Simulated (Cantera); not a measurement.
Input: 1 mol Al, 8.2 mol HCl, 340 mol H2, held at 0.100 bar.

Method: chemical equilibrium by Gibbs-energy minimisation in Cantera with the NASA 1993 tables (ideal gas, pure condensed phases). Candidate condensed phases: Al, AlCl3; 12 gas species. Equilibrium is a limit: real reactors are often held back by kinetics, nucleation or transport. All values below are at 677 °C.

Base state: H2 0.982, HCl 0.0150, AlCl3 0.00288 (mole fractions); condensed: gas only.

Question: What changes in the equilibrium state with this change: HCl from 8.2 to 2.5 mol?

Answer: 
```json
[
 {"species": "H2", "before": "0.982", "after": "0.997"},
 {"species": "AlCl3", "before": "0.00288", "after": "0.00214"},
 {"species": "AlCl", "before": "<1e-9", "after": "0.000696"},
 {"species": "HCl", "before": "0.0150", "after": "1.30e-5"},
 {"species": "AlCl2", "before": "9.57e-8", "after": "8.29e-5"}
]
```
The tables' values for AlCl2 are old estimates; treat these amounts as uncertain.
